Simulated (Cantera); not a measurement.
## Dilute partial oxidation

An isothermal, constant-pressure homogeneous reactor starts with CH3OH : O2 : N2 = 0.016 : 0.004 : 1 (molar parts), at 1248 K and 4500 Torr.

Computed with Cantera and GRI-Mech 3.0 (53 species, 325 reactions). GRI-Mech 3.0 was tuned for natural gas; its chemistry of methanol as a main component is partial and can be far from experiment.

```json
[
 {"t (s)": "1.00e-5", "x CH3OH": "0.0157", "x O2": "0.00392", "x NO": "<1e-12", "x HO2": "1.02e-7", "x O": "1.09e-10"},
 {"t (s)": "4.39e-5", "x CH3OH": "0.0157", "x O2": "0.00392", "x NO": "<1e-12", "x HO2": "5.35e-7", "x O": "1.12e-10"},
 {"t (s)": "0.000192", "x CH3OH": "0.0157", "x O2": "0.00392", "x NO": "<1e-12", "x HO2": "2.63e-6", "x O": "1.19e-10"},
 {"t (s)": "0.000843", "x CH3OH": "0.0156", "x O2": "0.00390", "x NO": "<1e-12", "x HO2": "1.21e-5", "x O": "2.09e-10"},
 {"t (s)": "0.00370", "x CH3OH": "0.000133", "x O2": "0.000109", "x NO": "8.13e-10", "x HO2": "7.57e-7", "x O": "4.52e-9"},
 {"t (s)": "0.0162", "x CH3OH": "6.43e-10", "x O2": "1.62e-5", "x NO": "6.27e-10", "x HO2": "2.43e-8", "x O": "6.91e-10"},
 {"t (s)": "0.0711", "x CH3OH": "1.08e-10", "x O2": "3.02e-6", "x NO": "3.98e-10", "x HO2": "1.73e-9", "x O": "2.54e-11"},
 {"t (s)": "0.312", "x CH3OH": "2.16e-11", "x O2": "5.95e-7", "x NO": "2.38e-10", "x HO2": "9.22e-11", "x O": "1.10e-12"},
 {"t (s)": "1.37", "x CH3OH": "6.88e-12", "x O2": "9.52e-8", "x NO": "1.22e-10", "x HO2": "4.95e-12", "x O": "<1e-12"},
 {"t (s)": "6.00", "x CH3OH": "4.98e-12", "x O2": "1.61e-9", "x NO": "2.56e-11", "x HO2": "<1e-12", "x O": "<1e-12"}
]
```
x: mole fraction; the columns are a selection and need not sum to one.

Equilibrium at this temperature and pressure: CH3OH <1e-12, O2 <1e-12, NO 2.09e-12, HO2 <1e-12, O <1e-12 (gas phase only).
